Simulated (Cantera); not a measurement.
Charge: 1 mol n-butane, 0.26 mol H2O, at 1002 °C and 0.000970 bar.

These are equilibrium values from Cantera (NASA tables, ideal gas, pure condensed phases), not measurements of a reactor. Candidate condensed phases: C, C6H6, C7H8, C8H18, H2O; 110 gas species. Kinetics and transport are ignored.

Base state: H2 0.953, CO 0.0471, H 2.31e-5 (mole fractions); condensed: C(graphite).

Question: What changes in the equilibrium state with this change: pressure from 0.000970 bar to 1.00 bar?

Answer: 
```tsv
species	before	after
H2	0.953	0.944
CO	0.0471	0.0470
CH4	8.16e-6	0.00826
H2O	5.08e-7	0.000517
CO2	1.51e-8	1.55e-5
H	2.31e-5	7.16e-7
C(graphite), mol	3.74	3.70
```
